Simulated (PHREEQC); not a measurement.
Synthetic water in mmol/kgw, 25 °C, pH 4.05, pe 9.8:

```tsv
constituent	mmol/kgw
Na	2.35
K	2.03
Ca	1.03
Mg	1.24
Cl	3.22
S(6)	3.29
Li	0.13
F	0.00115
Fe(3)	0.238
Si	0.0215
Cu(2)	0.00111
Zn	0.0543
```

Valence states are taken as typed.

All values are PHREEQC results (ion-association model, wateq4f.dat), not measurements.

### Question
The ionic strength comes out as 0.0134 mol/kgw. What activity coefficients do HSO4-, Zn+2, FeOH+2, Fe(OH)2+, Li+ get?

### Answer
HSO4- 0.89, Zn+2 0.64, FeOH+2 0.63, Fe(OH)2+ 0.89, Li+ 0.90.

No solid was allowed to form. The solution is supersaturated, for example in Jarosite-K, Fe(OH)3(a), so a real one may precipitate; this is no full list. Species that the database lacks are ignored. SiF6-2 is the database's only silicon fluoride. Fluoro complexes past AlF4- and FeF3 are missing from the database.
